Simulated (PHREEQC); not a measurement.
Consider water at 25 °C with 0.035 mol H2SO4, 0.00089 mol Al2(SO4)3 and 4.4e-05 mol MnSO4 per kg of water. Closed to the air; pH follows from the charge balance.

Equilibrium calculation in PHREEQC: ion-association model, phreeqc.dat.

```
quantity                    before     after
------------------------  --------  --------
pH                            1.41      1.50
ionic strength (mol/kgw)    0.0609    0.0452
SO4-2 (mol/kgw)             0.0119   0.00366
AlSO4+ (mol/kgw)           0.00128   0.00121
Al+3 (mol/kgw)            0.000285  0.000469
SI of Gibbsite (Al(OH)3)     -8.08     -4.62
```

Question: What was changed between the two runs?
(A) H2SO4 left out
(B) temperature from 25 to 90 °C
(C) temperature from 25 to 45 °C
(D) temperature from 25 to 55 °C

Answer: B, temperature from 25 to 90 °C

This is a speciation only: nothing precipitates in the calculation. Away from 25 °C the constants follow the database's enthalpies or fits; those with neither stay at their 25 °C values.
